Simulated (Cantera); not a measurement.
Feed: 1 mol SiCl4, 3.4 mol H2, held at 1275 K and 100000 Pa.

Equilibrium computed with Cantera from the NASA thermochemical tables; the gas is ideal and each condensed phase is pure. Candidate condensed phases: Si; 19 gas species. The tables' values for SiCl3 are old estimates; treat these amounts as uncertain. Rates play no part.

Base state: H2 0.689, SiCl4 0.148, HCl 0.0878, SiHCl3 0.0469, SiCl3 0.0155, SiCl2 0.0106, SiH2Cl2 0.00206, SiH3Cl 2.52e-5 (mole fractions); condensed: gas only.

**Question.** What changes in the equilibrium state with this change: 0.42 mol CH4 added?

**Answer.** 
| species | before | after |
|---|---|---|
| H2 | 0.689 | 0.617 |
| HCl | 0.0878 | 0.262 |
| SiCl4 | 0.148 | 0.103 |
| SiCl2 | 0.0106 | 0.000747 |
| SiHCl3 | 0.0469 | 0.00984 |
| SiCl3 | 0.0155 | 0.00345 |
| CH4 | 0 | 0.00353 |
| SiH3Cl | 2.52e-5 | 4.78e-7 |
| SiH2Cl2 | 0.00206 | 0.000130 |
| C(graphite), mol | 0 | 0.0561 |
| SiC(s), mol | 0 | 0.344 |
Further candidate phases: C, C6H6, C7H8, C8H18, SiC.

**Question.** What changes in the equilibrium state with this change: temperature from 1275 K to 1125 K?

**Answer.** 
| species | before | after |
|---|---|---|
| H2 | 0.689 | 0.722 |
| SiCl4 | 0.148 | 0.177 |
| HCl | 0.0878 | 0.0514 |
| SiCl2 | 0.0106 | 0.000942 |
| SiCl3 | 0.0155 | 0.00369 |
| SiHCl3 | 0.0469 | 0.0433 |
| SiH3Cl | 2.52e-5 | 1.03e-5 |
| SiH2Cl2 | 0.00206 | 0.00129 |

**Question.** What changes in the equilibrium state with this change: SiCl4 replaced by Si2H6?

**Answer.** 
```csv
species,before,after
H2,0.689,1.000
SiCl4,0.148,0
HCl,0.0878,0
SiHCl3,0.0469,0
SiCl3,0.0155,0
SiCl2,0.0106,0
SiH2Cl2,0.00206,0
SiH3Cl,2.52e-5,0
"Si(s), mol",0,2.00
```
The feed counts by its element totals alone.
